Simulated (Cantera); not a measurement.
Stirred combustor or abatement burner

A perfectly stirred reactor is fed with CH₄ : C₂H₆ : O₂ : N₂ = 1 : 0.043 : 2.24 : 8.42 (molar parts), at 6750 Torr; it is adiabatic with a 700 K inlet, and is followed from long to short residence time, starting on the burning branch (τ in s: 0.35, 0.14, 0.057, 0.023, 0.0094, 0.0038, 0.0016, 0.00063, 0.00026, 0.0001, 4.2e-05, 1.7e-05).

Detailed kinetics in Cantera: GRI-Mech 3.0 (53 species, 325 reactions).

```
τ (s)    T (K)     x CH₄    x C₂H₆     x O₂   x H₂O₂     x C₂H      x NO
-------  -----  --------  --------  -------  -------  --------  --------
0.35      2464   8.51e-8  3.69e-10  0.00988  3.40e-7  1.72e-11   0.00437
0.14      2464   2.12e-7  9.21e-10  0.00994  3.41e-7  4.28e-11   0.00426
0.057     2464   5.16e-7   2.25e-9   0.0101  3.44e-7  1.05e-10   0.00402
0.023     2464   1.26e-6   5.55e-9   0.0103  3.51e-7  2.57e-10   0.00354
0.0094    2464   2.97e-6   1.34e-8   0.0108  3.62e-7  6.20e-10   0.00280
0.0038    2460   6.96e-6   3.29e-8   0.0115  3.80e-7   1.50e-9   0.00193
0.0016    2451   1.52e-5   7.74e-8   0.0124  4.07e-7   3.42e-9   0.00125
0.00063   2430   3.38e-5   1.95e-7   0.0138  4.58e-7   8.00e-9  0.000774
0.00026   2396   6.88e-5   4.64e-7   0.0159  5.42e-7   1.67e-8  0.000509
0.00010   2343  0.000146   1.17e-6   0.0190  6.92e-7   3.31e-8  0.000332
4.2e-5    2277  0.000300   2.73e-6   0.0229  9.01e-7   5.69e-8  0.000220
1.7e-5    2184  0.000733   7.29e-6   0.0294  1.26e-6   1.03e-7  0.000128
```
x: mole fraction; the columns are a selection and need not sum to one.
